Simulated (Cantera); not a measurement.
Charge: 1 mol Si2H6, 4 mol HCl, 16 mol H2, 0.051 mol Cl2, at 1023.15 K and 7.50 Torr.

These are equilibrium values from Cantera (NASA tables, ideal gas, pure condensed phases), not measurements of a reactor. Candidate condensed phases: Si; 19 gas species. The feed counts by its element totals alone. The tables' values for SiCl3 are old estimates; treat these amounts as uncertain. Rates play no part.

Base state: H2 0.926, HCl 0.0330, SiCl4 0.0301, SiHCl3 0.00715, SiCl2 0.00210, SiCl3 0.00173, SiH2Cl2 0.000188 (mole fractions); condensed: Si(s).

Problem. What changes in the equilibrium state with this change: pressure from 7.50 Torr to 158 Torr?

Solution. 
```json
[
 {"species": "H2", "before": "0.926", "after": "0.937"},
 {"species": "SiCl4", "before": "0.0301", "after": "0.0299"},
 {"species": "HCl", "before": "0.0330", "after": "0.0155"},
 {"species": "SiHCl3", "before": "0.00715", "after": "0.0153"},
 {"species": "SiH3Cl", "before": "1.27e-6", "after": "1.27e-5"},
 {"species": "SiH2Cl2", "before": "0.000188", "after": "0.000869"},
 {"species": "SiCl2", "before": "0.00210", "after": "0.000456"},
 {"species": "SiCl3", "before": "0.00173", "after": "0.000804"},
 {"species": "Si(s), mol", "before": "1.08", "after": "0.956"}
]
```
